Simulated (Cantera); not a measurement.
Feed: 1 mol H2S, 0.041 mol SO2, 0.18 mol O2, held at 2050 K and 0.133 bar.

Method: chemical equilibrium by Gibbs-energy minimisation in Cantera with the NASA 1993 tables (ideal gas, pure condensed phases). Candidate condensed phases: H2O, H2SO4, S; 19 gas species. The numbers say what is thermodynamically allowed, not how fast it happens.

Base state: H2 0.378, S2 0.282, H2O 0.222, H2S 0.0379, SH 0.0260, SO2 0.0220, SO 0.0208, S 0.00636 (mole fractions); condensed: gas only.

Task: What changes in the equilibrium state with this change: O2 from 0.18 to 0.82 mol?

Result: 
```tsv
species	before	after
H2O	0.222	0.384
SO2	0.0220	0.256
H2	0.378	0.155
S2	0.282	0.117
H2S	0.0379	0.01000
SO	0.0208	0.0570
SH	0.0260	0.0107
OH	0.000245	0.000664
S2O	0.00158	0.00280
```

Task: What changes in the equilibrium state with this change: pressure from 0.133 bar to 1.00 bar?

Result: 
| species | before | after |
|---|---|---|
| H2 | 0.378 | 0.320 |
| S2 | 0.282 | 0.281 |
| H2O | 0.222 | 0.257 |
| H2S | 0.0379 | 0.0877 |
| SO | 0.0208 | 0.0104 |
| SO2 | 0.0220 | 0.0150 |
| SH | 0.0260 | 0.0239 |
| H | 0.00382 | 0.00128 |
| S | 0.00636 | 0.00232 |
| OH | 0.000245 | 0.000112 |

Task: What changes in the equilibrium state with this change: 0.017 mol CH4 added?

Result: 
| species | before | after |
|---|---|---|
| H2 | 0.378 | 0.391 |
| S2 | 0.282 | 0.274 |
| H2O | 0.222 | 0.211 |
| CO | 0 | 0.00964 |
| SO2 | 0.0220 | 0.0184 |
| SO | 0.0208 | 0.0189 |
| H2S | 0.0379 | 0.0386 |
| SH | 0.0260 | 0.0261 |
| CO2 | 0 | 0.00109 |
| COS | 0 | 3.49e-5 |
| S2O | 0.00158 | 0.00142 |
Further candidate phases: C, C6H6, C7H8, C8H18.
